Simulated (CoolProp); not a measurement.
Vapour-liquid equilibrium of CHF3 (R23) (1) + R143a (2) at 0.241 bar; x and y are mole fractions of (1).

Model: multi-fluid Helmholtz-energy mixture model, Penoncello 2003 and Lemmon and Jacobsen 2000; pair parameters Bell 2016, in CoolProp.

Task: Give the bubble temperature and the first vapour's composition at x = 0.05, 0.2, 0.8. Is there an azeotrope?

Result: x = 0.05: 196.3 K, y = 0.234; x = 0.2: 187.7 K, y = 0.647; x = 0.8: 172.0 K, y = 0.974. No azeotrope shows between x = 0.05 and 0.95.

Pair parameters are fitted to limited data, so mixtures are less certain than the pure fluids. The gap from Raoult's law changes sign with composition, which may be real or a fault of the pair parameters; it wasn't checked against measurements.
